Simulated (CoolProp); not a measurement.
Model: reference Helmholtz-energy equation of state, Thol 2014, in CoolProp.

Problem. For chloromethane (R40), give the phase and the Z, cv (kJ/(kg K)), fugacity coefficient at 275.7 K and 1.95 MPa.

Solution. 
- 275.7 K and 1.95 MPa: liquid; Z 0.0448, cv 0.994, fugacity coefficient 0.141
